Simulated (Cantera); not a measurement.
What does this Cantera script print?

```python
import numpy as np
import cantera as ct

gas = ct.Solution("h2o2.yaml")
gas.TPX = 1150, 100000, {'H2': 1.5, 'O2': 1, 'N2': 0.71}
reactor = ct.IdealGasConstPressureReactor(gas, energy="off", clone=False)
net = ct.ReactorNet([reactor])
net.rtol, net.atol = 1e-08, 1e-18
show = ['H2', 'O2', 'H', 'OH', 'H2O', 'O']
times = np.geomspace(0.0007, 4, 14)

steps = ct.SolutionArray(gas, extra=["t"])
rows = []
print(f"{'t/s':>10s}{'T/K':>9s}{'P/Pa':>11s}" + "".join(f"{s:>11s}" for s in show))
for t in times:
    while net.time < t:
        t_next = net.step()
        steps.append(gas.state, t=t_next)
    rows.append([np.interp(t, steps.t, y) for y in (steps.T, steps.P, *steps(*show).X.T)])
    print(f"{t:10.3e}{rows[-1][0]:9.1f}{rows[-1][1]:11.4g}" + "".join(f"{x:11.3e}" for x in rows[-1][2:]))
rate = np.gradient(steps.T, steps.t)
print("integrator steps:", len(steps.t))
if steps.T.max() > steps.T[0] + 200:
    print(f"time of steepest temperature rise: {steps.t[rate.argmax()]:.4e} s")
gas.TPX = 1150, 100000, {'H2': 1.5, 'O2': 1, 'N2': 0.71}
gas.equilibrate("TP")
print(f"equilibrium (TP): T = {gas.T:.1f} K  " + "  ".join(f"{s} {gas[s].X[0]:.3e}" for s in show))
```

Result:

```
       t/s      T/K       P/Pa         H2         O2          H         OH        H2O          O
 7.000e-04   1150.0      1e+05  1.952e-02  1.102e-01  1.095e-05  1.912e-05  5.841e-01  8.732e-06
 1.362e-03   1150.0      1e+05  1.549e-02  1.084e-01  7.987e-06  1.715e-05  5.894e-01  7.069e-06
 2.649e-03   1150.0      1e+05  1.052e-02  1.062e-01  4.712e-06  1.436e-05  5.959e-01  4.891e-06
 5.153e-03   1150.0      1e+05  5.800e-03  1.042e-01  2.078e-06  1.096e-05  6.021e-01  2.648e-06
 1.003e-02   1150.0      1e+05  2.569e-03  1.027e-01  6.491e-07  7.334e-06  6.064e-01  1.013e-06
 1.950e-02   1150.0      1e+05  9.670e-04  1.020e-01  1.538e-07  4.358e-06  6.085e-01  2.770e-07
 3.794e-02   1150.0      1e+05  3.229e-04  1.018e-01  3.263e-08  2.572e-06  6.093e-01  6.380e-08
 7.380e-02   1150.0      1e+05  8.768e-05  1.017e-01  6.463e-09  1.703e-06  6.096e-01  1.348e-08
 1.436e-01   1150.0      1e+05  1.418e-05  1.016e-01  9.296e-10  1.384e-06  6.097e-01  2.391e-09
 2.793e-01   1150.0      1e+05  4.704e-07  1.016e-01  4.217e-11  1.648e-06  6.098e-01  8.632e-10
 5.433e-01   1150.0      1e+05  9.356e-09  1.016e-01  6.529e-12  2.619e-06  6.098e-01  1.979e-09
 1.057e+00   1150.0      1e+05  8.310e-09  1.016e-01  6.800e-12  3.017e-06  6.098e-01  2.621e-09
 2.056e+00   1150.0      1e+05  8.272e-09  1.016e-01  6.831e-12  3.044e-06  6.098e-01  2.667e-09
 4.000e+00   1150.0      1e+05  8.272e-09  1.016e-01  6.831e-12  3.044e-06  6.098e-01  2.667e-09
integrator steps: 1941
equilibrium (TP): T = 1150.0 K  H2 8.272e-09  O2 1.016e-01  H 6.831e-12  OH 3.044e-06  H2O 6.098e-01  O 2.667e-09
```

Cantera simulation using the H2/O2 subset of GRI-Mech 3.0, which has no nitrogen chemistry; the numbers are that mechanism's predictions, not measurements. The temperature is held fixed by assumption; the heat of reaction is taken as removed at once.
